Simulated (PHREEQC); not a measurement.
Reverse-osmosis permeate

Model water analysis in mg/kgw, 35 °C, pH 6.14, pe 11.8: Na 2.21; K 0.000511; Ca 10.5; Mg 0.447; Cl 8.05; S(6) as SO4 4.48; Alkalinity as HCO3 20.2; Cu(2) 0.0445; Cd 0.487; Br 0.144.

Valence states are taken as typed.

Model: ion-association model, wateq4f.dat, run in PHREEQC.

| Item | Value |
|---|---|
| ionic strength | 0.000981 mol/kgw |
| charge-balance error | 1.1 % |

```csv
species,molality,activity,log γ
CO2,0.000472,0.000472,0.000
HCO3-,0.000330,0.000319,-0.015
Ca+2,0.000259,0.000225,-0.062
Cl-,0.000227,0.000219,-0.016
Na+,9.61e-5,9.27e-5,-0.016
SO4-2,4.45e-5,3.86e-5,-0.062
Mg+2,1.81e-5,1.57e-5,-0.061
```

No solid was allowed to form. Species that the database lacks are ignored.
